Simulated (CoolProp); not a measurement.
R21 at several states: fugacity coefficient from the reference equation and from simpler models built on Tc = 452.7 K, pc = 5.289 MPa, ω = 0.206; each cubic takes its own stable root.

Model: reference Helmholtz-energy equation of state, Platzer 1990, in CoolProp. This equation is an older, rougher fit; its heat capacities, sound speeds and derivatives of the liquid may be far off and weren't checked against measurements.

| T (K) | p (MPa) | phase | reference | van der Waals | Redlich-Kwong | Soave-Redlich-Kwong |
|---|---|---|---|---|---|---|
| 297.2 | 0.0345 | gas | 0.9902 | 0.9949 | 0.9929 | 0.9923 |
| 394.2 | 0.0179 | gas | 0.9981 | 0.9986 | 0.9983 | 0.9982 |
| 368.9 | 6.08 | liquid | 0.1930 | 0.3436 | 0.2345 | 0.1993 |
| 374.2 | 2.34 | liquid | 0.4963 | 0.7918 | 0.5871 | 0.5079 |
| 229.5 | 15.2 | liquid | 0.0008496 | 0.02359 | 0.001684 | 0.0008813 |
| 444.1 | 0.0998 | gas | 0.9932 | 0.9941 | 0.9932 | 0.9932 |

At some of these states van der Waals gives the other phase, because its saturation line lies elsewhere.
